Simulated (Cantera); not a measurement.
Input (Python, Cantera) and output of one run.

```python
import numpy as np
import cantera as ct

gas_names = [...]  # 151 gases of nasa_gas.yaml made of C, H, N, O, Si
cond_names = """
    C(gr) C6H6(L) C7H8(L) C8H18(L),n-octa H2O(s) H2O(L) Si(cr) Si(L) SiC(b) SiO2(Lqz) SiO2(hqz) SiO2(L)
    Si2N2O(s) Si3N4(a)
""".split()


# ... load() reads the species with a 1 bar reference pressure and builds the phases ...
atoms = {
    'HMDSO': {'Si': 2, 'C': 6, 'H': 18, 'O': 1},
    'CO2': {'C': 1, 'O': 2},
    'N2': {'N': 2},
    'O3': {'O': 3},
}
top_T = {'C(gr)': 4500, 'SiC(b)': 3050, 'Si2N2O(s)': 2100, 'Si3N4(a)': 2400}  # K; cautious upper limits of use, not melting points


# ... equilibrate(T, P, feed) seeds the gas with the atoms and calls Mixture.equilibrate('TP', solver="vcs", rtol=1e-11, max_steps=5000) ...
results = []
feed = {'HMDSO': 1, 'CO2': 0.39, 'N2': 1.2, 'O3': 1.3}  # mol
P = 10000  # Pa
for T in [925, 975, 1025, 1075, 1125, 1175, 1225, 1275, 1325, 1375, 1425]:
    mix = equilibrate(T, P, feed)
    results.append((T, P, feed, dict(zip(mix.species_names, mix.species_moles))))

top = {s: max(r[3][s] / sum(r[3][g] for g in gas_names) for r in results) for s in gas_names}
cols = sorted((s for s in top if top[s] > 1e-06), key=lambda s: -top[s])[:5]
seen = [c for c in cond_names if any(r[3].get(c, 0) > 1e-12 for r in results)]
print("log10 of partial pressures in bar; condensed amounts in mol")
print(f"{'T/K':>10s}" + "".join(f"{s[:9]:>10s}" for s in cols + seen))
for T, P, feed, n in results:
    ng = sum(n[g] for g in gas_names)
    print(f"{T:10.4g}" + "".join(f"{np.log10(max(n[s] / ng * P / 1e5, 1e-99)):10.3f}" for s in cols)
          + "".join(f"{n.get(c, 0):10.4g}" for c in seen))
```

Result:

```
log10 of partial pressures in bar; condensed amounts in mol
       T/K        H2        CO        N2       H2O       CH4     C(gr) SiO2(hqz) Si2N2O(s)
       925    -1.129    -1.910    -1.983    -2.867    -2.903     4.775         2         0
       975    -1.126    -1.873    -1.989    -3.220    -3.152     4.718         2         0
      1025    -1.124    -1.859    -1.992    -3.559    -3.381     4.701         2         0
      1075    -1.122    -1.853    -1.994    -3.874    -3.591     4.699         2         0
      1125    -1.122    -1.851    -1.995    -4.165    -3.783       4.7         2         0
      1175    -1.121    -1.850    -1.995    -4.432    -3.961     4.702         2         0
      1225    -1.121    -1.850    -1.995    -4.677    -4.124     4.704         2         0
      1275    -1.121    -1.850    -1.995    -4.904    -4.275     4.705         2         0
      1325    -1.124    -1.825    -2.012    -5.091    -4.420     4.596     1.927   0.03645
      1375    -1.150    -1.639    -2.209    -5.126    -4.603     3.466     1.173    0.4135
      1425    -1.176    -1.516    -2.542    -5.210    -4.777     2.272    0.3761    0.8118
```

Cantera equilibrium calculation (NASA polynomials, part measured and part estimated; ideal gas, pure solids and liquids). The feed counts by its element totals alone. N2 is the only nitrogen source here; it is nearly inert below about 1500 K, so the nitride shown seldom forms there in practice. Mutual solubility and eutectic melting of coexisting phases are not modelled. The tables hold silica as quartz up to 1696 K and as liquid above; real silica turns to tridymite and cristobalite and melts near 1996 K.
